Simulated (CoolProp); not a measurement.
Vapour pressure (MPa) of R123: the reference equation beside estimates from Tc = 456.8 K, pc = 3.662 MPa, ω = 0.282. Clausius-Clapeyron is anchored at 286.6 K with a constant enthalpy of vaporisation of 26.93 kJ/mol.

Computed with CoolProp (reference Helmholtz-energy equation of state, Younglove 1994). It is a modified Benedict-Webb-Rubin equation, recast in Helmholtz form.

```tsv
T (K)	reference	Lee-Kesler	Clausius-Clapeyron	van der Waals	Soave-Redlich-Kwong	Peng-Robinson
254.5	0.01291	0.01262	0.01402	0.2045	0.01284	0.01339
262.5	0.01960	0.01920	0.02066	0.2467	0.01946	0.02014
270.5	0.02888	0.02838	0.02976	0.2946	0.02868	0.02944
278.5	0.04145	0.04086	0.04198	0.3485	0.04117	0.04199
286.6	0.05832	0.05768	0.05832	0.4096	0.05796	0.05877
294.6	0.07994	0.07931	0.07926	0.4765	0.07952	0.08023
302.6	0.1074	0.1069	0.1060	0.5505	0.1070	0.1075
310.6	0.1419	0.1415	0.1397	0.6316	0.1415	0.1416
318.6	0.1843	0.1843	0.1815	0.7203	0.1841	0.1837
326.7	0.2366	0.2370	0.2335	0.8180	0.2368	0.2355
334.7	0.2988	0.2997	0.2959	0.9226	0.2996	0.2973
342.7	0.3727	0.3741	0.3709	1.035	0.3743	0.3707
350.7	0.4596	0.4617	0.4602	1.157	0.4625	0.4573
358.7	0.5610	0.5636	0.5655	1.287	0.5654	0.5586
```

Absolute difference from the reference over all 14 rows, mean and median: Lee-Kesler 0.8 and 0.5 %, Clausius-Clapeyron 1.9 and 1.3 %, van der Waals 526.0 and 378.8 %, Soave-Redlich-Kwong 0.5 and 0.5 %, Peng-Robinson 1.0 and 0.5 %.
